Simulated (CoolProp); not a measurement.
Saturation properties of R365MFC.

Model: reference Helmholtz-energy equation of state, Lemmon 2016, in CoolProp.

| T (°C) | p (MPa) | liquid density (kg/m³) | vapour density (kg/m³) | enthalpy of vaporisation (kJ/kg) |
|---|---|---|---|---|
| 76.35 | 0.3182 | 1139 | 18.06 | 169.0 |
| 83.75 | [?] | 1120 | 22.00 | 164.5 |
| 91.05 | 0.4705 | 1100 | 26.56 | 159.9 |
| 98.35 | [?] | 1080 | 31.88 | 155.2 |
| 105.65 | 0.6712 | 1059 | 38.08 | 150.1 |
| 112.95 | [?] | 1037 | 45.31 | 144.8 |
| 120.35 | 0.9331 | 1013 | 53.87 | 139.1 |
| 127.65 | 1.089 | 988.5 | 63.77 | 133.0 |
| 134.95 | 1.264 | 961.9 | 75.45 | 126.5 |
| 142.25 | 1.460 | 933.1 | 89.33 | 119.3 |
| 149.55 | 1.679 | 901.6 | 106.1 | 111.4 |
| 156.85 | 1.923 | 866.4 | 126.6 | 102.4 |
| 164.25 | 2.199 | 825.3 | 153.0 | 91.80 |
| 171.55 | 2.504 | 776.6 | 187.6 | 79.06 |
| 178.85 | 2.843 | 712.1 | 238.7 | 62.05 |

Problem. What belongs in the gaps?

Solution. 
- 83.75, p (MPa): 0.3892
- 98.35, p (MPa): 0.5641
- 112.95, p (MPa): 0.7931

It boils at 40.2 °C under 1 atm.
